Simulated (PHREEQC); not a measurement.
Consider water at 25 °C with 0.0017 mol/kgw Cu(BF4)2, 0.22 mol/kgw H2SO4 and 0.00012 mol/kgw KCl. Closed to the air; pH follows from the charge balance.

Computed with PHREEQC (ion-association model, phreeqc.dat).

**Question.** The ionic strength comes out as 0.280 mol/kgw. What activity coefficients do BF3OH-, BF4-, F-, SO4-2, KSO4- get?

**Answer.** BF3OH- 0.73, BF4- 0.73, F- 0.68, SO4-2 0.26, KSO4- 0.73.

No solid was allowed to form. Species that the database lacks are ignored. Real BF4- forms and hydrolyses slowly; the run takes it at equilibrium.
